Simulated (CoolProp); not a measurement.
Nitrogen along the isotherm 122.3 K: density (kg/m³) from the reference equation and from simpler models built on Tc = 126.2 K, pc = 33.96 bar, ω = 0.037; each cubic takes its own stable root.

Model: reference Helmholtz-energy equation of state, Span 2000, in CoolProp.

| p (bar) | phase | reference |
|---|---|---|
| 3.18 | gas | 9.078 |
| 6.37 | gas | 18.91 |
| 9.55 | gas | 29.61 |
| 12.7 | gas | 41.34 |
| 15.9 | gas | 54.79 |
| 19.1 | gas | 70.44 |
| 22.3 | gas | 89.57 |
| 25.5 | gas | 115.4 |
| 31.8 | liquid | 510.6 |
| 35 | liquid | 523.4 |
| 38.2 | liquid | 533.6 |
| 41.4 | liquid | 542.2 |
| 44.6 | liquid | 549.7 |
| 47.8 | liquid | 556.3 |
| 50.9 | liquid | 562.2 |

Question: How far does each simpler model (van der Waals, Redlich-Kwong, Soave-Redlich-Kwong, Peng-Robinson) lie from the reference over these 15 states: mean and median of the absolute difference, and the worst?

Answer: 
- van der Waals: mean 15.0 %, median 8.0 %, worst -31.8 % at 122.3 K and 31.8 bar
- Redlich-Kwong: mean 4.7 %, median 0.5 %, worst -12.8 % at 122.3 K and 31.8 bar
- Soave-Redlich-Kwong: mean 4.6 %, median 0.3 %, worst -12.5 % at 122.3 K and 31.8 bar
- Peng-Robinson: mean 2.1 %, median 2.0 %, worst +4.0 % at 122.3 K and 25.5 bar
